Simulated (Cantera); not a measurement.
# HF + SO2 (abatement and gas-phase synthesis)

Charge: 1 mol HF, 0.27 mol SO2, held at 1330 Pa.

Method: chemical equilibrium by Gibbs-energy minimisation in Cantera with the NASA 1993 tables (ideal gas, pure condensed phases). Candidate condensed phases: H2O, H2SO4, S; 43 gas species. The numbers say what is thermodynamically allowed, not how fast it happens.

```json
[
 {"T (K)": "1973", "x HF": "0.784", "x SO2": "0.207", "x O": "0.000211", "x F": "0.000858", "x H": "4.59e-5", "x SO": "0.00462", "x S": "3.52e-5", "x O2": "0.00203"},
 {"T (K)": "2123", "x HF": "0.780", "x SO2": "0.200", "x O": "0.000959", "x F": "0.00206", "x H": "0.000241", "x SO": "0.0108", "x S": "0.000180", "x O2": "0.00462"},
 {"T (K)": "2273", "x HF": "0.770", "x SO2": "0.186", "x O": "0.00350", "x F": "0.00454", "x H": "0.000980", "x SO": "0.0221", "x S": "0.000742", "x O2": "0.00910"},
 {"T (K)": "2423", "x HF": "0.752", "x SO2": "0.163", "x O": "0.0106", "x F": "0.00938", "x H": "0.00321", "x SO": "0.0398", "x S": "0.00254", "x O2": "0.0155"},
 {"T (K)": "2573", "x HF": "0.718", "x SO2": "0.129", "x O": "0.0268", "x F": "0.0182", "x H": "0.00876", "x SO": "0.0622", "x S": "0.00734", "x O2": "0.0227"},
 {"T (K)": "2723", "x HF": "0.664", "x SO2": "0.0867", "x O": "0.0573", "x F": "0.0333", "x H": "0.0204", "x SO": "0.0825", "x S": "0.0180", "x O2": "0.0276"},
 {"T (K)": "2873", "x HF": "0.587", "x SO2": "0.0462", "x O": "0.103", "x F": "0.0570", "x H": "0.0415", "x SO": "0.0888", "x S": "0.0372", "x O2": "0.0272"},
 {"T (K)": "3023", "x HF": "0.491", "x SO2": "0.0180", "x O": "0.153", "x F": "0.0910", "x H": "0.0749", "x SO": "0.0741", "x S": "0.0632", "x O2": "0.0208"},
 {"T (K)": "3173", "x HF": "0.387", "x SO2": "0.00502", "x O": "0.192", "x F": "0.136", "x H": "0.121", "x SO": "0.0470", "x S": "0.0873", "x O2": "0.0125"}
]
```
x: gas mole fraction; nothing condenses.

From 1973 K to 3173 K nothing is condensed.
